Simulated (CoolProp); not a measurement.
The fluid at 523.82 K and 0.155 MPa is compressed adiabatically to 0.31 MPa with isentropic efficiency 0.6. The same conditions are run with several fluids, on thermodynamics alone (safety and materials aside).

Values from CoolProp's reference Helmholtz-energy equation of state of each fluid (decamethylcyclopentasiloxane (D5): Thol 2019; propylene: Lemmon 2013; methanol: de Reuck 1993; isohexane: Lemmon 2006).

Question: Rank decamethylcyclopentasiloxane (D5), propylene, methanol, isohexane by work (kJ/kg), highest first.

Answer: methanol (163), propylene (123), isohexane (57.9), decamethylcyclopentasiloxane (D5) (11.3)

| fluid | final temperature (K) | final phase | final density (kg/m³) |
|---|---|---|---|
| decamethylcyclopentasiloxane (D5) | 538.8 | two-phase, vapour fraction 0.879 | 36.6 |
| propylene | 574.9 | gas | 2.74 |
| methanol | 604.8 | gas | 1.99 |
| isohexane | 546.2 | gas | 6.04 |
